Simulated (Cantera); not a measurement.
A Cantera script and its output.

```python
import numpy as np
import cantera as ct

gas = ct.Solution("gri30.yaml")
gas.TPX = 1050, 21000, {'CO': 0.0087, 'O2': 0.037, 'H2O': 0.017, 'N2': 1}
reactor = ct.IdealGasConstPressureReactor(gas, energy="off", clone=False)
net = ct.ReactorNet([reactor])
net.rtol, net.atol = 1e-08, 1e-18
show = ['CO', 'O2', 'H2O', 'CO2', 'O', 'H2']
times = np.geomspace(9e-05, 90, 10)

steps = ct.SolutionArray(gas, extra=["t"])
rows = []
print(f"{'t/s':>10s}{'T/K':>9s}{'P/Pa':>11s}" + "".join(f"{s:>11s}" for s in show))
for t in times:
    while net.time < t:
        t_next = net.step()
        steps.append(gas.state, t=t_next)
    rows.append([np.interp(t, steps.t, y) for y in (steps.T, steps.P, *steps(*show).X.T)])
    print(f"{t:10.3e}{rows[-1][0]:9.1f}{rows[-1][1]:11.4g}" + "".join(f"{x:11.3e}" for x in rows[-1][2:]))
rate = np.gradient(steps.T, steps.t)
print("integrator steps:", len(steps.t))
if steps.T.max() > steps.T[0] + 200:
    print(f"time of steepest temperature rise: {steps.t[rate.argmax()]:.4e} s")
gas.TPX = 1050, 21000, {'CO': 0.0087, 'O2': 0.037, 'H2O': 0.017, 'N2': 1}
gas.equilibrate("TP")
print(f"equilibrium (TP): T = {gas.T:.1f} K  " + "  ".join(f"{s} {gas[s].X[0]:.3e}" for s in show))
```

It prints:

```
       t/s      T/K       P/Pa         CO         O2        H2O        CO2          O         H2
 9.000e-05   1050.0    2.1e+04  8.187e-03  3.482e-02  1.600e-02  1.740e-11  1.720e-11  2.039e-16
 4.177e-04   1050.0    2.1e+04  8.187e-03  3.482e-02  1.600e-02  8.387e-11  7.857e-11  3.971e-14
 1.939e-03   1050.0    2.1e+04  8.187e-03  3.482e-02  1.600e-02  6.131e-10  4.563e-10  5.006e-12
 9.000e-03   1050.0    2.1e+04  8.187e-03  3.482e-02  1.600e-02  7.809e-08  4.467e-08  1.794e-09
 4.177e-02   1050.0    2.1e+04  3.798e-03  3.263e-02  1.586e-02  4.405e-03  1.975e-04  9.228e-05
 1.939e-01   1050.0    2.1e+04  2.205e-04  3.095e-02  1.605e-02  7.999e-03  1.075e-05  4.999e-06
 9.000e-01   1050.0    2.1e+04  8.977e-06  3.085e-02  1.606e-02  8.211e-03  4.633e-07  1.815e-07
 4.177e+00   1050.0    2.1e+04  2.735e-07  3.085e-02  1.606e-02  8.220e-03  2.404e-08  7.996e-09
 1.939e+01   1050.0    2.1e+04  3.875e-09  3.085e-02  1.606e-02  8.220e-03  2.223e-09  5.899e-10
 9.000e+01   1050.0    2.1e+04  6.189e-11  3.085e-02  1.606e-02  8.220e-03  4.946e-10  1.269e-10
integrator steps: 1790
equilibrium (TP): T = 1050.0 K  CO 3.158e-11  O2 3.084e-02  H2O 1.606e-02  CO2 8.220e-03  O 2.579e-10  H2 7.267e-11
```

Detailed kinetics in Cantera: GRI-Mech 3.0 (53 species, 325 reactions).
